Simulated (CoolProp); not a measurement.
Vapour-liquid equilibrium of R143a (1) + n-butane (2) at -26.35 °C; x and y are mole fractions of (1).

Computed with CoolProp (multi-fluid Helmholtz-energy mixture model, Lemmon and Jacobsen 2000 and Bücker 2006; pair parameters Bell 2016).

```tsv
x	bubble pressure (MPa)	y at the bubble point	dew pressure at overall composition x (MPa)	liquid density (mol/L)
0.05	0.08402	0.607	0.03544	10.88
0.125	0.1339	0.762	0.03845	11.00
0.2	0.1636	0.812	0.04201	11.12
0.275	0.1813	0.835	0.04629	11.25
0.35	0.1923	0.849	0.05154	11.39
0.425	0.1996	0.858	0.05811	11.53
0.5	0.2053	0.866	0.06657	11.68
0.575	0.2105	0.874	0.07788	11.85
0.65	0.2160	0.883	0.09372	12.04
0.725	0.2220	0.896	0.1173	12.24
0.8	0.2288	0.913	0.1555	12.46
0.875	0.2361	0.936	0.2114	12.71
0.95	0.2435	0.970	0.2395	12.98
```

No azeotrope shows between x = 0.05 and 0.95.

The pair parameters rest on a limited set of measurements; away from them the model extrapolates. With so large a gap from Raoult's law the liquid may split in two, which this calculation doesn't test in full.
